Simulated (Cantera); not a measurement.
Moist CO burnout

A perfectly stirred reactor is fed with CO : O2 : H2O : N2 = 0.0075 : 0.087 : 0.051 : 1 (molar parts), equivalence ratio 0.043, at 9.87 atm; it is held at 1375 K, and followed from long to short residence time.

Model: GRI-Mech 3.0 (53 species, 325 reactions), integrated in Cantera.

```json
[
 {"τ (s)": "4.3", "x CO": "6.45e-6", "x O2": "0.0729", "x H2O": "0.0447", "x NO": "4.99e-8", "x CO2": "0.00656", "x NO2": "1.15e-9", "x H2O2": "5.08e-9"},
 {"τ (s)": "1.5", "x CO": "1.59e-5", "x O2": "0.0729", "x H2O": "0.0447", "x NO": "3.36e-8", "x CO2": "0.00655", "x NO2": "1.12e-9", "x H2O2": "6.95e-9"},
 {"τ (s)": "0.54", "x CO": "3.66e-5", "x O2": "0.0729", "x H2O": "0.0447", "x NO": "2.78e-8", "x CO2": "0.00653", "x NO2": "1.46e-9", "x H2O2": "1.03e-8"},
 {"τ (s)": "0.19", "x CO": "8.43e-5", "x O2": "0.0729", "x H2O": "0.0447", "x NO": "2.54e-8", "x CO2": "0.00648", "x NO2": "2.20e-9", "x H2O2": "1.61e-8"},
 {"τ (s)": "0.067", "x CO": "0.000192", "x O2": "0.0730", "x H2O": "0.0447", "x NO": "2.35e-8", "x CO2": "0.00638", "x NO2": "3.30e-9", "x H2O2": "2.64e-8"},
 {"τ (s)": "0.024", "x CO": "0.000427", "x O2": "0.0731", "x H2O": "0.0446", "x NO": "2.00e-8", "x CO2": "0.00614", "x NO2": "4.17e-9", "x H2O2": "4.60e-8"},
 {"τ (s)": "0.0084", "x CO": "0.000922", "x O2": "0.0733", "x H2O": "0.0446", "x NO": "1.46e-8", "x CO2": "0.00564", "x NO2": "3.88e-9", "x H2O2": "8.99e-8"},
 {"τ (s)": "0.0030", "x CO": "0.00180", "x O2": "0.0737", "x H2O": "0.0446", "x NO": "8.88e-9", "x CO2": "0.00476", "x NO2": "2.50e-9", "x H2O2": "1.81e-7"},
 {"τ (s)": "0.0010", "x CO": "0.00320", "x O2": "0.0744", "x H2O": "0.0446", "x NO": "4.03e-9", "x CO2": "0.00336", "x NO2": "1.05e-9", "x H2O2": "3.46e-7"},
 {"τ (s)": "0.00037", "x CO": "0.00459", "x O2": "0.0750", "x H2O": "0.0445", "x NO": "1.49e-9", "x CO2": "0.00196", "x NO2": "3.41e-10", "x H2O2": "5.10e-7"}
]
```
x: mole fraction; the columns are a selection and need not sum to one.
